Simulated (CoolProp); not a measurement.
Vapour-liquid equilibrium of acetone (1) + p-xylene (2) at 435.6 K; x and y are mole fractions of (1).

Model: multi-fluid Helmholtz-energy mixture model, Lemmon 2006 and Zhou 2012; pair parameters Bell 2016, in CoolProp.

### Question
Give the bubble pressure and the first vapour's composition at x = 0.35, 0.575, 0.65. Is there an azeotrope?

### Answer
x = 0.35: 685.1 kPa, y = 0.774; x = 0.575: 933.1 kPa, y = 0.868; x = 0.65: 1015 kPa, y = 0.893. No azeotrope shows between x = 0.05 and 0.95.

Pair parameters are fitted to limited data, so mixtures are less certain than the pure fluids. The gap from Raoult's law changes sign with composition, which may be real or a fault of the pair parameters; it wasn't checked against measurements.
